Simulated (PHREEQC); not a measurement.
## Brine: speciation

Solution (25 °C): 0.21 mol NaBr, 6.7e-05 mol Na2SO4 and 0.054 mol KBr per kg of water. Closed to the air; pH follows from the charge balance.

Model: ion-association model, phreeqc.dat, run in PHREEQC.

Each row changes one thing in this solution. No solid was allowed to form.

```tsv
case	pH	ionic strength (mol/kgw)	SO4-2 (mol/kgw)	NaSO4- (mol/kgw)	KSO4- (mol/kgw)
as made	6.97	0.264	4.87e-5	1.36e-5	4.61e-6
temperature from 25 to 40 °C	6.74	0.264	?	1.40e-5	5.57e-6
0.037 mol/kgw H3BO3 added	?	0.264	4.87e-5	1.36e-5	4.61e-6
diluted 2-fold with water	6.98	0.132	2.70e-5	4.81e-6	1.68e-6
NaBr replaced by Na2HPO4 at the same molality	8.97	0.622	4.62e-5	1.80e-5	2.86e-6
```

Problem. Complete the blanks.

Solution. 
- temperature from 25 to 40 °C, SO4-2 (mol/kgw): 4.74e-5
- 0.037 mol/kgw H3BO3 added, pH: 5.31

Away from 25 °C the constants follow the database's enthalpies or fits; those with neither stay at their 25 °C values.
